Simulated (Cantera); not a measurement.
Charge: 1 mol B2O3, 0.9 mol BCl3, 0.8 mol N2.

Equilibrium computed with Cantera from the NASA thermochemical tables; the gas is ideal and each condensed phase is pure. Candidate condensed phases: B, BN, B2O3; 25 gas species. N2 is the only nitrogen source here; it is nearly inert below about 1500 K, so the nitride shown seldom forms there in practice. Mutual solubility and eutectic melting of coexisting phases are not modelled. The tables' values for BCl2 are old estimates. Rates play no part.

Stable condensed phases, one row left out:

```
T in K \ P in Pa
              1    4.2     18     75    320   1300   5600  24000 100000
   1900       A      A      A      A      A      A      A      B      B
   1800       A      A      A      A      A      A      B      B      B
   1700       A      A      A      A      A      B      B      B      B
   1500       A      A      B      B      B      C      C      B      B
   1400       A      B      B      C      C      C      B      B      B
   1300       B      C      C      C      B      B      B      B      B
   1200       C      C      C      B      B      B      B      B      B
   1100       B      B      B      B      B      B      B      B      B
   1000       B      B      B      B      B      B      B      B      B
    900       B      B      B      B      B      B      B      B      B
    800       B      B      B      B      B      B      B      B      B
```

A: gas only; B: B2O3; C: BN + B2O3.

Question: Give the row for 1600 K.

Answer: 1: gas only; 4.2: gas only; 18: gas only; 75: gas only; 320: B2O3; 1300: B2O3; 5600: B2O3; 24000: B2O3; 100000: B2O3.
